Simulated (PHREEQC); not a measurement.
TMAH is added in steps, without added water, to 1 kg of water holding 2.8 mmol/kgw CuSO4, 0.041 mmol/kgw HCl and 2.3 mmol/kgw Na2SO4, at 25 °C. O2 is buffered at 0.21 atm. CO2 from the air is kept out. Only these solids could form: Cu(OH)2, Brochantite, Antlerite, Atacamite, Halite, Mirabilite, Chalcanthite.

Base run: PHREEQC, ion-association model, wateq4f.dat. Each further column changes one thing. The table gives pH.

| TMAH added (mol) | base | diluted 2-fold with water | Na2SO4 replaced by NaHSO4 at the same molality | diluted 10-fold with water | no solid may form |
|---|---|---|---|---|---|
| 0 | 4.53 | 4.77 | 2.77 | 5.32 | 4.53 |
| 0.001698 | 5.07 | 5.55 | 3.34 | 11.03 | 6.64 |
| 0.003152 | 5.30 | 10.48 | 4.96 | 11.38 | 7.11 |
| 0.00485 | 8.34 | ? | 5.17 | 11.60 | ? |
| 0.006548 | 10.90 | 11.52 | ? | 11.74 | ? |
| 0.008002 | 11.31 | 11.66 | 9.73 | 11.83 | 11.31 |
| 0.0097 | 11.55 | ? | ? | 11.91 | 11.54 |

### Question
Complete the blanks.

### Answer

- 0.00485, diluted 2-fold with water: 11.26
- 0.00485, no solid may form: 7.70
- 0.006548, Na2SO4 replaced by NaHSO4 at the same molality: 8.29
- 0.006548, no solid may form: 10.89
- 0.0097, diluted 2-fold with water: 11.78
- 0.0097, Na2SO4 replaced by NaHSO4 at the same molality: 11.19

(CH3)4N+ isn't in the database: it is added as a free cation with an ion size of 4 Å. The database's constant for dissolved Cu(OH)2 is higher than later reviews accept. In at least one series the solution becomes supersaturated in solids that the run did not let form, among them Cu(OH)2, Brochantite, Antlerite, Atacamite.
